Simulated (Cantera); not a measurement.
Input: 1 mol CuO, 2.6 mol CH4, 2.4 mol N2, equilibrated at 2073.15 K and 820000 Pa.

Equilibrium computed with Cantera from the NASA thermochemical tables; the gas is ideal and each condensed phase is pure. Candidate condensed phases: C, C6H6, C7H8, C8H18, Cu, CuO, Cu(OH)2, Cu2O, H2O; 139 gas species. Kinetics and transport are ignored.

Base state: H2 0.597, N2 0.275, CO 0.116, HCN 0.00788, CH4 0.00103, Cu 0.00101, C2H2 (acetylene) 0.000732, H 0.000710 (mole fractions); condensed: C(graphite) + Cu(l).

Problem. What changes in the equilibrium state with this change: temperature from 2073.15 K to 1700 K?

Solution. 
| species | before | after |
|---|---|---|
| H2 | 0.597 | 0.599 |
| N2 | 0.275 | 0.279 |
| CO | 0.116 | 0.116 |
| HCN | 0.00788 | 0.00150 |
| CH4 | 0.00103 | 0.00322 |
| Cu | 0.00101 | 1.94e-5 |
| H | 0.000710 | 3.98e-5 |
| C2H2 (acetylene) | 0.000732 | 4.40e-5 |
| HNC | 0.000509 | 4.48e-5 |
| CO2 | 2.02e-6 | 1.57e-5 |
| CH3 | 2.40e-5 | 4.36e-6 |
| C(graphite), mol | 1.51 | 1.56 |
| Cu(l), mol | 0.991 | 1.000 |
